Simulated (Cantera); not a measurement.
Cantera run:

```python
import numpy as np
import cantera as ct

gas_names = """
    C CH CH2 CH3 CH2OH CH3O CH4 CH3OH CN CO CO2 COOH C2 C2H CHCO,ketyl C2H2,acetylene C2H2,vinylidene
    CH2CO,ketene C2H3,vinyl CH3CN CH3CO,acetyl C2H4 C2H4O,ethylen CH3CHO,ethanal CH3COOH (HCOOH)2 C2H5
    C2H6 CH3OCH3 C2H5OH CCN CNC C2N2 C2O C3 C3H3,propargyl C3H4,allene C3H4,propyne C3H4,cyclo-
    C3H5,allyl C3H6,propylene C3H6,cyclo- C3H6O C3H7,n-propyl C3H7,i-propyl C3H8 C3H8O,1propanol
    C3H8O,2propanol C3O2 C4 C4H2 C4H4,1,3-cyclo- C4H6,butadiene C4H6,2-butyne C4H6,cyclo- C4H8,1-butene
    C4H8,cis2-buten C4H8,tr2-butene C4H8,isobutene C4H8,cyclo- (CH3COOH)2 C4H9,n-butyl C4H9,i-butyl
    C4H9,s-butyl C4H9,t-butyl C4H10,isobutane C4H10,n-butane C4N2 C5 C5H6,1,3cyclo- C5H8,cyclo-
    C5H10,1-pentene C5H10,cyclo- C5H11,pentyl C5H11,t-pentyl C5H12,n-pentane C5H12,i-pentane
    CH3C(CH3)2CH3 C6H2 C6H5,phenyl C6H5O,phenoxy C6H6 C6H5OH,phenol C6H10,cyclo- C6H12,1-hexene
    C6H12,cyclo- C6H13,n-hexyl C7H7,benzyl C7H8 C7H8O,cresol C7H14,1-heptene C7H15,n-heptyl
    C7H16,n-heptane C8H8,styrene C8H10,ethylbenz C8H16,1-octene C8H17,n-octyl C8H18,isooctane
    C8H18,n-octane C9H19,n-nonyl C10H8,naphthale C10H21,n-decyl C12H9,o-bipheny C12H10,bipheny H HCN HCO
    HCCN HNC HNCO HNO HNO2 HNO3 HO2 H2 HCHO,formaldehy HCOOH H2O H2O2 N NCO NH NH2 NH3 NH2OH NO NO2 NO3
    N2 N2H2 N2H4 N2O O OH O2 O3 Si SiC SiC2 SiC4H12 SiH SiH2 SiH3 SiH4 SiN SiO SiO2 Si2 Si2C Si2N Si3
""".split()
cond_names = """
    C(gr) C6H6(L) C7H8(L) C8H18(L),n-octa H2O(s) H2O(L) Si(cr) Si(L) SiC(b) SiO2(Lqz) SiO2(hqz) SiO2(L)
    Si2N2O(s) Si3N4(a)
""".split()


def load(file, names, dense=False):
    # The tables refer to 1 bar. Condensed volumes are neglected.
    table = {s.name: s for s in ct.Species.list_from_file(file)}
    out = []
    for n in names:
        d = dict(table[n].input_data)
        d["thermo"] = dict(d["thermo"], **{"reference-pressure": 1e5})
        if dense:
            d["equation-of-state"] = {"model": "constant-volume", "density": "1e6 g/cm^3"}
        out.append(ct.Species.from_dict(d))
    return out


gas = ct.Solution(thermo="ideal-gas", species=load("nasa_gas.yaml", gas_names))
cond = {s.name: ct.Solution(thermo="fixed-stoichiometry", species=[s], name=s.name)
        for s in load("nasa_condensed.yaml", cond_names, dense=True)}
atoms = {
    'HMDSO': {'Si': 2, 'C': 6, 'H': 18, 'O': 1},
    'H2O': {'H': 2, 'O': 1},
    'N2': {'N': 2},
}
top_T = {'C(gr)': 4500, 'SiC(b)': 3050, 'Si2N2O(s)': 2100, 'Si3N4(a)': 2400}  # K; cautious upper limits of use, not melting points


def equilibrate(T, P, feed):
    n = {}
    for name, mol in feed.items():
        for a, k in atoms[name].items():
            n[a] = n.get(a, 0.0) + k * mol
    gas.TPX = T, P, n
    mass = sum(n.values()) * gas.mean_molecular_weight
    gas.equilibrate("TP")
    valid = [c for c in cond.values() if c.min_temp <= T <= top_T.get(c.name, c.max_temp)]
    mix = ct.Mixture([(gas, mass / gas.mean_molecular_weight)] + [(c, 0.0) for c in valid])
    mix.T, mix.P = T, P
    mix.equilibrate("TP", solver="vcs", rtol=1e-11, max_steps=5000)
    return mix


results = []
feed = {'HMDSO': 1, 'H2O': 0.22, 'N2': 11}  # mol
P = 16000  # Pa
for T in [1148, 1223, 1298, 1373, 1448, 1523, 1598, 1673, 1748, 1823, 1898, 1973, 2048]:
    mix = equilibrate(T, P, feed)
    results.append((T, P, feed, dict(zip(mix.species_names, mix.species_moles))))

top = {s: max(r[3][s] / sum(r[3][g] for g in gas_names) for r in results) for s in gas_names}
cols = sorted((s for s in top if top[s] > 1e-06), key=lambda s: -top[s])[:9]
seen = [c for c in cond_names if any(r[3].get(c, 0) > 1e-12 for r in results)]
print("log10 of partial pressures in bar; condensed amounts in mol")
print(f"{'T/K':>10s}" + "".join(f"{s[:9]:>10s}" for s in cols + seen))
for T, P, feed, n in results:
    ng = sum(n[g] for g in gas_names)
    print(f"{T:10.4g}" + "".join(f"{np.log10(max(n[s] / ng * P / 1e5, 1e-99)):10.3f}" for s in cols)
          + "".join(f"{n.get(c, 0):10.4g}" for c in seen))
```

It prints:

```
log10 of partial pressures in bar; condensed amounts in mol
       T/K        N2        H2        CO       HCN         H       CH4       SiO       HNC C2H2,acet     C(gr)    SiC(b) Si2N2O(s)
      1148    -1.084    -1.121    -2.743    -5.492    -7.705    -3.866   -10.759    -7.913    -8.551     5.764         0         1
      1223    -1.084    -1.121    -2.743    -5.122    -7.082    -4.116    -9.591    -7.373    -7.926      5.77         0         1
      1298    -1.084    -1.120    -2.742    -4.795    -6.530    -4.339    -8.560    -6.896    -7.374     5.773         0         1
      1373    -1.085    -1.120    -2.742    -4.504    -6.038    -4.538    -7.644    -6.472    -6.883     5.773         0         1
      1448    -1.085    -1.120    -2.742    -4.243    -5.595    -4.717    -6.826    -6.092    -6.443     5.771         0         1
      1523    -1.085    -1.120    -2.742    -4.009    -5.196    -4.878    -6.090    -5.750    -6.048     5.766         0         1
      1598    -1.085    -1.120    -2.743    -3.797    -4.834    -5.024    -5.425    -5.440    -5.690     5.759         0    0.9998
      1673    -1.086    -1.163    -2.045    -3.626    -4.525    -5.242    -4.472    -5.180    -5.407     2.781     1.978  0.008667
      1748    -1.087    -1.164    -2.043    -3.451    -4.223    -5.364    -4.365    -4.924    -5.111      2.74     1.994         0
      1823    -1.087    -1.165    -2.043    -3.290    -3.946    -5.476    -4.270    -4.688    -4.840     2.719     1.993         0
      1898    -1.088    -1.166    -2.044    -3.142    -3.690    -5.579    -4.183    -4.472    -4.590     2.689     1.991         0
      1973    -1.089    -1.168    -2.045    -3.006    -3.454    -5.676    -4.103    -4.273    -4.361      2.65     1.989         0
      2048    -1.090    -1.170    -2.046    -2.881    -3.235    -5.766    -4.030    -4.090    -4.149     2.599     1.986         0
```

Cantera equilibrium calculation (NASA polynomials, part measured and part estimated; ideal gas, pure solids and liquids). The feed counts by its element totals alone. N2 is the only nitrogen source here; it is nearly inert below about 1500 K, so the nitride shown seldom forms there in practice. Mutual solubility and eutectic melting of coexisting phases are not modelled.
